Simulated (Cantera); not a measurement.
Input: 1 mol HF, 0.0095 mol SO2, at 2298.15 K and 4200000 Pa.

These are equilibrium values from Cantera (NASA tables, ideal gas, pure condensed phases), not measurements of a reactor. Candidate condensed phases: H2O, H2SO4, S; 43 gas species. The ideal-gas law is rough above about 30 bar. The tables' values for SOF2 are old estimates; treat these amounts as uncertain. The numbers say what is thermodynamically allowed, not how fast it happens.

Base state: HF 0.989, SO2 0.00905, F 0.000501, SO 0.000313, H2F2 0.000270, H2O 0.000261, O2 4.85e-5, SOF2 1.82e-5 (mole fractions); condensed: gas only.

**Question.** What changes in the equilibrium state with this change: HF replaced by N2O?

**Answer.** 
```tsv
species	before	after
N2	0	0.654
O2	4.85e-5	0.322
NO	0	0.0176
HF	0.989	0
F	0.000501	0
H2F2	0.000270	0
H2O	0.000261	0
```
